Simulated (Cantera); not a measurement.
An isothermal, constant-pressure homogeneous reactor starts with 5.21 % H₂, 5.92 % O₂, 88.9 % N₂, at 1423 K and 97.5 Torr.

Computed with Cantera and the H2/O2 subset of GRI-Mech 3.0, which has no nitrogen chemistry. The temperature is held fixed by assumption; the heat of reaction is taken as removed at once.

x: mole fraction; the columns are a selection and need not sum to one.

```
t (s)         x H₂    x O₂     x OH    x H₂O₂       x O       x H
--------  --------  ------  -------  --------  --------  --------
0.000700   0.00529  0.0349        ?   1.55e-7    0.0108    0.0206
0.00242    0.00432  0.0345        ?   1.64e-7   0.00764    0.0133
0.00839    0.00202  0.0338        ?   1.48e-7   0.00292   0.00350
0.0290    0.000292  0.0339        ?   6.07e-8  0.000387  0.000175
0.101      2.48e-5  0.0340        ?   1.18e-8   3.27e-5   4.29e-6
0.348      3.48e-6  0.0340        ?   2.41e-9   4.64e-6   2.29e-7
1.21       8.60e-7  0.0341        ?  7.13e-10   1.15e-6   2.85e-8
4.17       5.23e-7  0.0341  3.01e-5  4.67e-10   7.01e-7   1.36e-8
14.4       5.18e-7  0.0341  2.99e-5  4.63e-10   6.94e-7   1.33e-8
50.0       5.18e-7  0.0341  2.99e-5  4.63e-10   6.94e-7   1.33e-8
```

Q: Fill in the missing entries.

A: 
- 0.000700, x OH: 0.00306
- 0.00242, x OH: 0.00275
- 0.00839, x OH: 0.00186
- 0.0290, x OH: 0.000702
- 0.101, x OH: 0.000205
- 0.348, x OH: 7.74e-5
- 1.21, x OH: 3.86e-5
